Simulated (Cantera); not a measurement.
Feed: 1 mol C₃H₈, 0.041 mol O₂, held at 2498.15 K and 1.05 Torr.

Cantera equilibrium calculation (NASA polynomials, part measured and part estimated; ideal gas, pure solids and liquids). Candidate condensed phases: C, C₆H₆, C₇H₈, C₈H₁₈, H₂O; 110 gas species. Equilibrium is a limit: real reactors are often held back by kinetics, nucleation or transport.

Base state: H₂ 0.505, H 0.474, CO 0.0153, C₂H₂ (acetylene) 0.00542, C₂H 0.000364, C₃ 0.000345, C 0.000116, C₂ 3.18e-5 (mole fractions); condensed: C(graphite).

Problem. What changes in the equilibrium state with this change: C₃H₈ replaced by C?

Solution. 
```
species             before     after
----------------  --------  --------
CO                  0.0153     1.000
C₃                0.000345  0.000345
C                 0.000116  0.000116
H₂                   0.505         0
H                    0.474         0
C₂H₂ (acetylene)   0.00542         0
C₂H               0.000364         0
C₄H₂               2.40e-5         0
C(graphite), mol      2.85     0.918
```
